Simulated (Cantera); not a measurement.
Charge: 1 mol FeS₂, 1.7 mol H₂S, 10 mol H₂O, at 1850 K and 0.133 bar.

These are equilibrium values from Cantera (NASA tables, ideal gas, pure condensed phases), not measurements of a reactor. Candidate condensed phases: Fe, FeO, Fe(OH)₂, Fe(OH)₃, FeS, FeSO₄, FeS₂, Fe₂O₃, Fe₂(SO₄)₃, Fe₃O₄, H₂O, H₂SO₄, S; 22 gas species. The tables' stoichiometric FeO is somewhat more stable than real wüstite, so its field is too wide. FeO: taken at fixed stoichiometry. Kinetics and transport are ignored.

Base state: H₂O 0.536, H₂ 0.280, S₂ 0.0836, SO₂ 0.0520, H₂S 0.0272, SO 0.0110, SH 0.00763, S₂O 0.00101 (mole fractions); condensed: FeO(l).

**Question.** What changes in the equilibrium state with this change: temperature from 1850 K to 1250 K?

**Answer.** 
```json
[
 {"species": "H₂O", "before": "0.536", "after": "0.764"},
 {"species": "H₂S", "before": "0.0272", "after": "0.0944"},
 {"species": "H₂", "before": "0.280", "after": "0.0732"},
 {"species": "SO", "before": "0.0110", "after": "0.000122"},
 {"species": "SO₂", "before": "0.0520", "after": "0.0159"},
 {"species": "S₂", "before": "0.0836", "after": "0.0517"},
 {"species": "Fe(OH)₂", "before": "0.000102", "after": "9.86e-8"},
 {"species": "Fe", "before": "0.000105", "after": "<1e-9"},
 {"species": "OH", "before": "0.000110", "after": "3.86e-8"},
 {"species": "H", "before": "0.000781", "after": "3.58e-7"},
 {"species": "FeO(l), mol", "before": "0.997", "after": "0"},
 {"species": "FeS(s), mol", "before": "0", "after": "1.000"}
]
```
FeS: taken at fixed stoichiometry. Gases not in the tables: S₃ to S₇.
